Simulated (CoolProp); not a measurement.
Vapour-liquid equilibrium of benzene (1) + n-octane (2) at 1300 kPa; x and y are mole fractions of (1).

The numbers come from the multi-fluid Helmholtz-energy mixture model, Thol 2012 and Beckmüller 2019; pair parameters Bell 2016 in CoolProp.

Q: Give the bubble temperature and the first vapour's composition at x = 0.5, 0.875, 0.95. Is there an azeotrope?

A: x = 0.5: 488.8 K, y = 0.661; x = 0.875: 471.5 K, y = 0.928; x = 0.95: 468.7 K, y = 0.972. No azeotrope shows between x = 0.05 and 0.95.

Pair parameters are fitted to limited data, so mixtures are less certain than the pure fluids. The gap from Raoult's law changes sign with composition, which may be real or a fault of the pair parameters; it wasn't checked against measurements.
